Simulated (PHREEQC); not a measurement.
Solution (25 °C): 5.2 mol KOH and 3.2e-05 mol H4SiO4 per kg of water. Closed to the air; pH follows from the charge balance.

Computed with PHREEQC (Pitzer model, pitzer.dat).

```tsv
quantity	before	after
pH	15.38	6.91
ionic strength (mol/kgw)	5.20	1.22e-7
```

Question: Which change was made?
A) KOH left out
B) KOH from 5.2 to 7.8 mol/kgw
C) H4SiO4 replaced by Na2SiO3 at the same molality
D) diluted 2-fold with water
E) 0.07 mol/kgw NaOH added

Answer: A, KOH left out

Precipitation was switched off in this run. In brines, pH and single-ion activities rest on the MacInnes convention.
